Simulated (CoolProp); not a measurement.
Vapour-liquid equilibrium of propane (1) + benzene (2) at 27.85 °C; x and y are mole fractions of (1).

The numbers come from the multi-fluid Helmholtz-energy mixture model, Lemmon 2009 and Thol 2012; pair parameters Bell 2016 in CoolProp.

Question: Give the bubble pressure and the first vapour's composition at x = 0.35, 0.45, 0.65. Is there an azeotrope?

Answer: x = 0.35: 471.6 kPa, y = 0.973; x = 0.45: 552.0 kPa, y = 0.978; x = 0.65: 700.3 kPa, y = 0.986. No azeotrope shows between x = 0.05 and 0.95.

Pair parameters are fitted to limited data, so mixtures are less certain than the pure fluids. The gap from Raoult's law changes sign with composition, which may be real or a fault of the pair parameters; it wasn't checked against measurements. With so large a gap from Raoult's law the liquid may split in two, which this calculation doesn't test in full.
